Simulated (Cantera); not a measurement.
Aluminium nitride and oxide growth: Al(CH₃)₃ + N₂O + N₂

Feed: 1 mol Al(CH₃)₃, a varied amount of N₂O, 2.3 mol N₂, held at 1023.15 K and 1.33 mbar.

Cantera equilibrium calculation (NASA polynomials, part measured and part estimated; ideal gas, pure solids and liquids). Candidate condensed phases: Al, AlN, Al₂O₃, C, C₆H₆, C₇H₈, C₈H₁₈, H₂O; 148 gas species. The feed counts by its element totals alone. Mutual solubility and eutectic melting of coexisting phases are not modelled. Kinetics and transport are ignored.

At 1.3 mol N₂O the condensed part is AlN(s) + Al₂O₃(s) + C(graphite). At 3.8 mol N₂O the condensed part is Al₂O₃(s) + C(graphite). From 6.3 mol N₂O to 23 mol N₂O the condensed part is Al₂O₃(s).

```tsv
n(N₂O) (mol)	x N₂	x H₂	x H₂O	x CO	x O₂	x CO₂	n AlN(s)	n Al₂O₃(s)	n C(graphite)
1.3	0.440	0.560	3.30e-8	0.000162	<1e-12	1.24e-11	0.134	0.433	3.00
3.8	0.473	0.349	2.26e-5	0.178	<1e-12	1.51e-5	0	0.500	0.700
6.3	0.534	0.218	0.0616	0.136	<1e-12	0.0502	0	0.500	0
8.7	0.595	0.113	0.130	0.0650	<1e-12	0.0972	0	0.500	0
11	0.639	0.0315	0.185	0.0166	<1e-12	0.128	0	0.500	0
14	0.657	4.25e-9	0.181	2.17e-9	0.0403	0.121	0	0.500	0
16	0.658	2.84e-9	0.162	1.45e-9	0.0719	0.108	0	0.500	0
19	0.659	1.99e-9	0.139	1.02e-9	0.108	0.0929	0	0.500	0
21	0.660	1.68e-9	0.127	8.56e-10	0.127	0.0850	0	0.500	0
23	0.661	1.46e-9	0.117	7.44e-10	0.144	0.0783	0	0.500	0
```
x: gas mole fraction; n: condensed amount in mol.
